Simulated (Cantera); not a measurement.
## SiHCl₃ + H₂ + Cl₂ (silicon epitaxy and polysilicon growth)

Input: 1 mol SiHCl₃, 520 mol H₂, 0.41 mol Cl₂, at 100 Torr.

Method: chemical equilibrium by Gibbs-energy minimisation in Cantera with the NASA 1993 tables (ideal gas, pure condensed phases). Candidate condensed phases: Si; 19 gas species. The tables' values for SiCl₃ are old estimates; treat these amounts as uncertain. Gases not in the tables: Si₂H₆ and higher silanes. Rates play no part.

```csv
T (K),x H₂,x HCl,x SiHCl₃,x SiCl₄,x H,x SiCl₂,x SiH₂Cl₂,n Si(s),n Si(l)
800,0.997,0.000804,0.000966,0.000861,7.92e-12,4.34e-7,8.75e-5,0,0
875,0.997,0.00171,0.000878,0.000687,1.37e-10,3.72e-6,0.000103,0.123,0
950,0.995,0.00333,0.000631,0.000460,1.52e-9,1.70e-5,8.79e-5,0.366,0
1025,0.994,0.00521,0.000334,0.000204,1.19e-8,4.88e-5,6.07e-5,0.649,0
1100,0.993,0.00647,0.000116,5.11e-5,7.06e-8,8.59e-5,3.14e-5,0.841,0
1175,0.993,0.00690,3.17e-5,9.34e-6,3.35e-7,0.000109,1.38e-5,0.908,0
1250,0.993,0.00700,8.96e-6,1.78e-6,1.32e-6,0.000124,6.16e-6,0.923,0
1325,0.993,0.00701,2.84e-6,3.92e-7,4.46e-6,0.000136,2.96e-6,0.924,0
1400,0.993,0.00701,1.01e-6,1.01e-7,1.33e-5,0.000146,1.53e-6,0.921,0
1475,0.993,0.00699,4.01e-7,2.99e-8,3.54e-5,0.000155,8.45e-7,0.917,0
1550,0.993,0.00698,1.74e-7,9.93e-9,8.59e-5,0.000164,4.95e-7,0.912,0
1625,0.993,0.00696,8.13e-8,3.66e-9,0.000193,0.000171,3.05e-7,0.905,0
1700,0.992,0.00696,4.00e-8,1.45e-9,0.000402,0.000175,1.92e-7,0,0.896
```
x: gas mole fraction; n: condensed amount in mol.

At 800 K nothing is condensed. From 875 K to 1625 K the condensed part is Si(s). At 1700 K the condensed part is Si(l). The main Si-bearing gas is SiHCl₃ at 800 K and SiCl₂ at 1700 K. The share of Si in condensed phases is highest at 1325 K (92.4 %) and lowest at 800 K (0.0 %).
